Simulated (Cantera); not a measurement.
A perfectly stirred reactor is fed with CH4 : H2O = 1 : 0.42 (molar parts), at 825 Torr; it is held at 1573 K, and followed from long to short residence time.

Detailed kinetics in Cantera: GRI-Mech 3.0 (53 species, 325 reactions). GRI-Mech 3.0 stops at C3 and has no aromatics, soot or wall deposition, so with more carbon than oxygen in the feed, carbon stays in small species such as C2H2 where larger ones or solid carbon would form.

Task: What does this change do: CH4 1 to 0.73 parts?

Result: 
```csv
quantity,before,after
x(CH4) at τ = 19.0 s,0.0778,0.0687
x(H2O) at τ = 19.0 s,0.0430,0.0635
x(C2H6) at τ = 19.0 s,3.71e-5,2.87e-5
x(C2H2) at τ = 19.0 s,0.0903,0.0696
x(CH2CO) at τ = 19.0 s,4.23e-6,4.75e-6
x(CH4) at τ = 0.200 s,0.270,0.247
x(H2O) at τ = 0.200 s,0.212,0.267
x(C2H6) at τ = 0.200 s,0.000278,0.000256
x(C2H2) at τ = 0.200 s,0.114,0.105
x(CH2CO) at τ = 0.200 s,2.66e-5,3.15e-5
```

Task: What does this change do: pressure from 825 Torr to 6600 Torr?

Result: 
```
quantity                   before     after
-----------------------  --------  --------
x(CH4) at τ = 19.0 s       0.0778     0.225
x(H2O) at τ = 19.0 s       0.0430    0.0425
x(C2H6) at τ = 19.0 s     3.71e-5  0.000412
x(C2H2) at τ = 19.0 s      0.0903    0.0249
x(CH2CO) at τ = 19.0 s    4.23e-6   2.96e-6
x(CH4) at τ = 0.200 s       0.270     0.283
x(H2O) at τ = 0.200 s       0.212     0.202
x(C2H6) at τ = 0.200 s   0.000278  0.000727
x(C2H2) at τ = 0.200 s      0.114    0.0783
x(CH2CO) at τ = 0.200 s   2.66e-5   1.76e-5
```
